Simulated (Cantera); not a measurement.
Charge: 1 mol Si, 6 mol Cl₂, 2.1 mol N₂, 13 mol HF, held at 1000 Pa.

Equilibrium computed with Cantera from the NASA thermochemical tables; the gas is ideal and each condensed phase is pure. Candidate condensed phases: NH₄Cl, Si, Si₃N₄; 49 gas species. The numbers say what is thermodynamically allowed, not how fast it happens.

x: gas mole fraction; nothing condenses.

| T (K) | x HF | x Cl | x HCl | x Cl₂ | x N₂ | x SiF₄ | x F |
|---|---|---|---|---|---|---|---|
| 950 | 0.448 | 0.000788 | 0.199 | 0.199 | 0.104 | 0.0497 | 9.81e-11 |
| 1050 | 0.447 | 0.00351 | 0.199 | 0.197 | 0.104 | 0.0497 | 2.32e-9 |
| 1150 | 0.445 | … | 0.198 | 0.192 | 0.104 | 0.0495 | … |
| 1250 | 0.440 | 0.0330 | 0.196 | 0.179 | 0.103 | 0.0489 | 2.75e-7 |
| 1350 | 0.431 | 0.0748 | 0.192 | 0.154 | 0.101 | 0.0479 | 1.67e-6 |
| 1450 | 0.416 | … | 0.185 | … | 0.0972 | 0.0463 | … |
| 1550 | 0.400 | 0.215 | 0.178 | 0.0703 | 0.0933 | 0.0444 | 2.35e-5 |
| 1650 | 0.386 | 0.274 | 0.172 | 0.0349 | 0.0902 | 0.0429 | 5.77e-5 |

**Question.** What belongs in the gaps?

**Answer.** 
- 1150, x Cl: 0.0120
- 1150, x F: 3.14e-8
- 1450, x Cl: 0.140
- 1450, x Cl₂: 0.115
- 1450, x F: 7.31e-6
